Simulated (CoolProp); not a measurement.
Isohexane along the isobar 3860 kPa: density (kg/m³) from the reference equation and from simpler models built on Tc = 497.7 K, pc = 3043 kPa, ω = 0.280; each cubic takes its own stable root.

Model: reference Helmholtz-energy equation of state, Lemmon 2006, in CoolProp. It is a short technical equation, of lower accuracy than the large ones.

```csv
T (K),phase,reference
150,liquid,780.3
171.8,liquid,761.0
193.7,liquid,742.1
215.6,liquid,723.5
237.4,liquid,705.1
259.3,liquid,686.6
281.2,liquid,667.7
303,liquid,648.6
324.9,liquid,628.8
346.8,liquid,608.1
368.6,liquid,586.4
390.5,liquid,563.0
```

### Question
How far does each simpler model (van der Waals, Soave-Redlich-Kwong, Peng-Robinson) lie from the reference over these 12 states: mean and median of the absolute difference, and the worst?

### Answer
- van der Waals: mean 39.1 %, median 38.9 %, worst -41.1 % at 150 K and 3860 kPa
- Soave-Redlich-Kwong: mean 9.1 %, median 8.6 %, worst -12.1 % at 150 K and 3860 kPa
- Peng-Robinson: mean 2.6 %, median 3.0 %, worst +4.0 % at 324.9 K and 3860 kPa
